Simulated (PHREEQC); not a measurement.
Make-up at 25 °C: 72 mmol/kgw HNO3 and 0.42 mmol/kgw AlCl3. It is in equilibrium with CO2 at log p = -1 (atm). Otherwise closed; pH follows from the charge balance.

All values are PHREEQC results (ion-association model, phreeqc.dat), not measurements.

Q: The ionic strength comes out as 0.0745 mol/kgw. What activity coefficients do Al+3, Cl-, H+, NO3- get?

A: Al+3 0.20, Cl- 0.79, H+ 0.84, NO3- 0.78.

This is a speciation only: nothing precipitates in the calculation.
